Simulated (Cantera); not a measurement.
# Reactions in the system H-Nb-O

Source: NASA polynomial tables (part measured, part estimated), evaluated in Cantera. Values are per mole of reaction as written; species without (g) are pure solids or liquids, kept so even where they would boil at 1 bar.

NbO2(g) + H2(g) = H2O2(g) + Nb

```
T (K)  ΔH° (kJ)  ΔS° (J/K)  ΔG° (kJ)  log10 K
-----  --------  ---------  --------  -------
300        63.7     -132.6     103.5   -18.02
700        62.4     -135.8     157.4   -11.75
900        62.7     -135.4     184.5   -10.71
1100       63.6     -134.5     211.5   -10.05
1300       64.9     -133.4     238.3    -9.58
1500       66.7     -132.1     264.9    -9.22
1700       69.0     -130.7     291.2    -8.95
1900       71.7     -129.2     317.2    -8.72
2100       74.8     -127.7     342.9    -8.53
2300       78.3     -126.1     368.2    -8.36
2500       82.4     -124.4     393.3    -8.22
```
